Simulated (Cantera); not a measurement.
An adiabatic, constant-volume homogeneous reactor starts with H2 : O2 : N2 : H2O = 1 : 0.758 : 2.8 : 1 (molar parts), equivalence ratio 0.66, at 1275 K and 0.651 atm. Integrator tolerance rtol = 1e-08.

Computed with Cantera and the H2/O2 subset of GRI-Mech 3.0, which has no nitrogen chemistry.

Task: What does this change do: H2 1 to 1.5 parts?

Result: 
| quantity | before | after |
|---|---|---|
| time of steepest temperature rise | 60.3 µs | 57.7 µs |
| temperature at 0.700 s | 2512 K | 2706 K |
| equilibrium temperature | 2512 K | 2706 K |
| x(H2) at 0.700 s | 0.00964 (gas-phase equilibrium 0.00964) | 0.0413 (gas-phase equilibrium 0.0413) |
| x(O2) at 0.700 s | 0.0494 (gas-phase equilibrium 0.0494) | 0.0162 (gas-phase equilibrium 0.0162) |
| x(H2O) at 0.700 s | 0.370 (gas-phase equilibrium 0.370) | 0.394 (gas-phase equilibrium 0.394) |
| x(OH) at 0.700 s | 0.0193 (gas-phase equilibrium 0.0193) | 0.0258 (gas-phase equilibrium 0.0258) |
| x(H) at 0.700 s | 0.00240 (gas-phase equilibrium 0.00240) | 0.0105 (gas-phase equilibrium 0.0105) |

Task: What does this change do: H2 1 to 2.3 parts?

Result: 
```tsv
quantity	before	after
time of steepest temperature rise	60.3 µs	58.4 µs
temperature at 0.700 s	2512 K	2742 K
equilibrium temperature	2512 K	2742 K
x(H2) at 0.700 s	0.00964 (gas-phase equilibrium 0.00964)	0.129 (gas-phase equilibrium 0.129)
x(O2) at 0.700 s	0.0494 (gas-phase equilibrium 0.0494)	0.00204 (gas-phase equilibrium 0.00204)
x(H2O) at 0.700 s	0.370 (gas-phase equilibrium 0.370)	0.381 (gas-phase equilibrium 0.381)
x(OH) at 0.700 s	0.0193 (gas-phase equilibrium 0.0193)	0.0166 (gas-phase equilibrium 0.0166)
x(H) at 0.700 s	0.00240 (gas-phase equilibrium 0.00240)	0.0211 (gas-phase equilibrium 0.0211)
```

Task: What does this change do: pressure from 0.651 atm to 7.30 atm?

Result: 
| quantity | before | after |
|---|---|---|
| time of steepest temperature rise | 60.3 µs | 79.7 µs |
| temperature at 0.700 s | 2512 K | 2601 K |
| equilibrium temperature | 2512 K | 2601 K |
| x(H2) at 0.700 s | 0.00964 (gas-phase equilibrium 0.00964) | 0.00444 (gas-phase equilibrium 0.00444) |
| x(O2) at 0.700 s | 0.0494 (gas-phase equilibrium 0.0494) | 0.0489 (gas-phase equilibrium 0.0489) |
| x(H2O) at 0.700 s | 0.370 (gas-phase equilibrium 0.370) | 0.381 (gas-phase equilibrium 0.381) |
| x(OH) at 0.700 s | 0.0193 (gas-phase equilibrium 0.0193) | 0.0138 (gas-phase equilibrium 0.0138) |
| x(H) at 0.700 s | 0.00240 (gas-phase equilibrium 0.00240) | 0.000696 (gas-phase equilibrium 0.000696) |
The hydrogen kinetics of GRI-Mech 3.0 are dated; newer H2 mechanisms differ, most at raised pressure.
